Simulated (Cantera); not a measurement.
A perfectly stirred reactor is fed with 28.7 % H₂, 14.9 % O₂, 56.2 % N₂, 0.215 % NO, at 0.890 bar; it is adiabatic with a 375 K inlet, and is followed from long to short residence time, starting on the burning branch (τ in s: 0.31, 0.14, 0.068, 0.031, 0.015, 0.0068, 0.0032, 0.0015, 0.00069, 0.00032, 0.00015, 7e-05).

Computed with Cantera and GRI-Mech 3.0 (53 species, 325 reactions). The mechanism lacks 2 NO + O2 → 2 NO2 and HONO, so NO2 and the effect of NO are under-described below about 1400 K.

One state of this run: T (K) = 2267; x H₂ = 0.0218; x O₂ = 0.0148; x NO = 0.00260; x N₂ = 0.643; x OH = 0.0128; x H₂O₂ = 2.13e-7. x: mole fraction; the columns are a selection and need not sum to one.

Question: Which value of τ (s) does it belong to?
(A) 0.015
(B) 0.00069
(C) 0.31
(D) 0.0032

Answer: D, 0.0032
